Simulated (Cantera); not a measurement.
An adiabatic, constant-pressure homogeneous reactor starts with H₂ : O₂ : N₂ = 1 : 1.06 : 4 (molar parts), equivalence ratio 0.47, at 1200 K and 9.87 atm. Integrator tolerance rtol = 1e-08.

Detailed kinetics in Cantera: the H2/O2 subset of GRI-Mech 3.0, which has no nitrogen chemistry. The hydrogen kinetics of GRI-Mech 3.0 are dated; newer H2 mechanisms differ, most at raised pressure.

Question: What does this change do: initial temperature 1200 to 1375 K?

Answer: 
| quantity | before | after |
|---|---|---|
| time of steepest temperature rise | 71.0 µs | 3.00 µs |
| temperature at 0.200 s | 2344 K | 2484 K |
| equilibrium temperature | 2344 K | 2484 K |
| x(H₂) at 0.200 s | 0.000473 (gas-phase equilibrium 0.000473) | 0.000972 (gas-phase equilibrium 0.000972) |
| x(O₂) at 0.200 s | 0.0991 (gas-phase equilibrium 0.0991) | 0.0981 (gas-phase equilibrium 0.0981) |
| x(O) at 0.200 s | 0.000638 (gas-phase equilibrium 0.000638) | 0.00133 (gas-phase equilibrium 0.00133) |
| x(H₂O) at 0.200 s | 0.176 (gas-phase equilibrium 0.176) | 0.174 (gas-phase equilibrium 0.174) |
| x(HO₂) at 0.200 s | 1.25e-5 (gas-phase equilibrium 1.25e-5) | 1.82e-5 (gas-phase equilibrium 1.82e-5) |
| x(H₂O₂) at 0.200 s | 8.65e-7 (gas-phase equilibrium 8.65e-7) | 1.17e-6 (gas-phase equilibrium 1.17e-6) |
